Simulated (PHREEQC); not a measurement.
Solution (25 °C): 0.0087 mol/kgw CaCl2, 7e-05 mol/kgw Na2SO4 and 0.00017 mol/kgw KCl. Closed to the air; pH follows from the charge balance.

Equilibrium calculation in PHREEQC: ion-association model, phreeqc.dat.

* **ionic strength**: 0.0264 mol/kgw
* **specific conductance**: 2060 µS/cm

| species | molality | activity | log γ |
|---|---|---|---|
| Cl- | 0.0176 | 0.0150 | -0.069 |
| Ca+2 | 0.00868 | 0.00480 | -0.257 |
| K+ | 0.000170 | 0.000145 | -0.069 |
| Na+ | 0.000140 | 0.000120 | -0.066 |
| SO4-2 | 4.78e-5 | 2.61e-5 | -0.263 |
| CaSO4 | 2.21e-5 | 2.23e-5 | 0.003 |
| H+ | 1.21e-7 | 1.06e-7 | -0.056 |
| OH- | 1.12e-7 | 9.55e-8 | -0.070 |
| KSO4- | 3.08e-8 | 2.66e-8 | -0.064 |
| NaSO4- | 1.83e-8 | 1.57e-8 | -0.064 |
| CaOH+ | 8.77e-9 | 7.51e-9 | -0.067 |

No solid was allowed to form. Species that the database lacks are ignored.
